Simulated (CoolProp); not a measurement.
Ethylbenzene at 271.58 K and 19.5 MPa is throttled through a valve to 10.9 MPa with no heat exchange. Each further row changes one setting.

Model: reference Helmholtz-energy equation of state, Zhou 2012, in CoolProp.

| case | temperature change (K) | final density (kg/m³) |
|---|---|---|
| as stated | +4.3 | 889 |
| outlet pressure 3.27 MPa | +8.1 | 881 |
| outlet pressure 14.2 MPa | +2.7 | 892 |
